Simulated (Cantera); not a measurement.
A perfectly stirred reactor is fed with 4.07 % CH4, 84.9 % H2, 11.0 % H, at 13300 Pa; it is held at 1523 K, and followed from long to short residence time.

Cantera simulation using GRI-Mech 3.0 (53 species, 325 reactions); the numbers are that mechanism's predictions, not measurements. GRI-Mech 3.0 stops at C3 and has no aromatics, soot or wall deposition, so with more carbon than oxygen in the feed, carbon stays in small species such as C2H2 where larger ones or solid carbon would form.

Predict: x(CH4) at τ = 1.70 s; x(H2) at τ = 1.70 s; x(H) at τ = 1.70 s; x(CH3) at τ = 1.70 s; x(C2H6) at τ = 1.70 s; x(CH4) at τ = 42.0 ms; x(H2) at τ = 42.0 ms; x(H) at τ = 42.0 ms; x(CH3) at τ = 42.0 ms; x(C2H6) at τ = 42.0 ms.


```
Quantity                  Result
----------------------  --------
x(CH4) at τ = 1.70 s      0.0191
x(H2) at τ = 1.70 s        0.969
x(H) at τ = 1.70 s      0.000217
x(CH3) at τ = 1.70 s     8.60e-5
x(C2H6) at τ = 1.70 s    3.41e-6
x(CH4) at τ = 42.0 ms     0.0246
x(H2) at τ = 42.0 ms       0.965
x(H) at τ = 42.0 ms      0.00112
x(CH3) at τ = 42.0 ms   0.000570
x(C2H6) at τ = 42.0 ms   2.86e-5
```
